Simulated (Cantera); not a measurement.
An isothermal, constant-pressure homogeneous reactor starts with 19.4 % H2, 80.6 % O2, equivalence ratio 0.12, at 1098 K and 0.00987 atm.

Cantera simulation using GRI-Mech 3.0 (53 species, 325 reactions); the numbers are that mechanism's predictions, not measurements. Radical loss at walls, strong at low pressure, is not modelled. The temperature is held fixed by assumption; the heat of reaction is taken as removed at once.

x: mole fraction; the columns are a selection and need not sum to one.

```
t (s)        x H2   x O2    x H2O2       x H  x OH
--------  -------  -----  --------  --------  ----
0.000300    0.194  0.806  2.63e-12   7.47e-9     …
0.00103     0.194  0.806  3.55e-11   1.30e-6     …
0.00354    0.0163  0.713   2.70e-7    0.0740     …
0.0122    0.00559  0.740   2.48e-7    0.0326     …
0.0418    0.00111  0.778   3.35e-7   0.00249     …
0.144     7.42e-5  0.785   1.88e-7   4.19e-5     …
0.493     6.55e-6  0.786   6.19e-8   1.18e-6     …
1.69      9.70e-7  0.786   1.96e-8   7.20e-8     …
5.82      1.97e-7  0.786   6.19e-9   6.86e-9     …
20.0      4.73e-8  0.786   1.92e-9  8.25e-10     …
```

Question: Complete the blanks.

Answer: 
- 0.000300, x OH: 2.11e-9
- 0.00103, x OH: 3.89e-7
- 0.00354, x OH: 0.00826
- 0.0122, x OH: 0.00551
- 0.0418, x OH: 0.00242
- 0.144, x OH: 0.000618
- 0.493, x OH: 0.000189
- 1.69, x OH: 7.43e-5
- 5.82, x OH: 3.39e-5
- 20.0, x OH: 1.67e-5
